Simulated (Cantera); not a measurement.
## Premixed flame

A freely propagating, adiabatic, planar premixed flame of 10.6 % CH₄, 8.58 % CO, 16.9 % O₂, 63.9 % N₂, equivalence ratio 1.5, unburnt at 325 K and 5.00 bar; mixture-averaged transport, grid criteria slope 0.08 and curve 0.16, no radiation.

Detailed kinetics in Cantera: GRI-Mech 3.0 (53 species, 325 reactions). Burning velocities carry a grid error of a few per cent, more on coarse grids.

```tsv
z (mm)	T (K)	u (m/s)	x CH₄	x CO	x O₂	x HCN	x NO	x H₂
-0.990	325	0.0931	0.106	0.0857	0.169	<1e-8	<1e-8	0.00174
-0.660	331	0.0951	0.105	0.0854	0.168	<1e-8	<1e-8	0.00553
-0.495	358	0.103	0.103	0.0852	0.166	2.87e-8	<1e-8	0.0105
-0.330	502	0.147	0.0940	0.0861	0.155	2.70e-7	1.76e-8	0.0192
-0.165	1012	0.300	0.0629	0.0943	0.110	1.88e-6	6.29e-7	0.0301
-0.0825	1414	0.421	0.0364	0.104	0.0679	3.79e-6	1.92e-6	0.0354
0	1779	0.532	0.0125	0.112	0.0256	6.95e-6	3.44e-6	0.0397
0.0825	1943	0.580	0.00400	0.113	0.00656	1.10e-5	5.36e-6	0.0422
0.165	1990	0.593	0.00222	0.111	0.00189	1.29e-5	6.66e-6	0.0442
0.330	2010	0.598	0.00142	0.109	0.000293	1.35e-5	7.71e-6	0.0466
0.660	2012	0.599	0.000953	0.109	2.31e-5	1.30e-5	8.67e-6	0.0488
1.32	2010	0.599	0.000543	0.109	4.32e-7	1.15e-5	1.05e-5	0.0505
2.64	2008	0.599	0.000221	0.111	1.49e-7	8.63e-6	1.41e-5	0.0517
```
x: mole fraction of selected species; z is measured from the peak of heat release.

```
Quantity                      Value
------------------------  ---------
laminar burning velocity  9.28 cm/s
thermal thickness          0.330 mm
peak x(HCN)                 1.35e-5
peak x(H₂)                   0.0524
grid points                     122
```
